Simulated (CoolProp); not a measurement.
Methanol along the isotherm 346.85 °C: density (kg/m³) from the reference equation and from simpler models built on Tc = 240.2 °C, pc = 82.16 bar, ω = 0.565; each cubic takes its own stable root.

Computed with CoolProp (reference Helmholtz-energy equation of state, de Reuck 1993).

| p (bar) | phase | reference |
|---|---|---|
| 0.65 | gas | 0.4045 |
| 1.33 | gas | 0.8289 |
| 2.74 | gas | 1.713 |
| 5.62 | gas | 3.533 |
| 11.6 | gas | 7.385 |
| 23.7 | gas | 15.50 |
| 48.7 | gas | 33.79 |
| 100 | supercritical | 78.94 |
| 205 | supercritical | 215.4 |

Question: How far does each simpler model (ideal gas, van der Waals, Redlich-Kwong, Soave-Redlich-Kwong, Peng-Robinson) lie from the reference over these 9 states: mean and median of the absolute difference, and the worst?

Answer: 
- ideal gas: mean 9.1 %, median 2.4 %, worst -40.9 % at 346.85 °C and 205 bar
- van der Waals: mean 1.8 %, median 0.3 %, worst +8.7 % at 346.85 °C and 100 bar
- Redlich-Kwong: mean 1.5 %, median 0.4 %, worst +6.1 % at 346.85 °C and 100 bar
- Soave-Redlich-Kwong: mean 2.7 %, median 0.2 %, worst -17.2 % at 346.85 °C and 205 bar
- Peng-Robinson: mean 1.5 %, median 0.2 %, worst -12.0 % at 346.85 °C and 205 bar
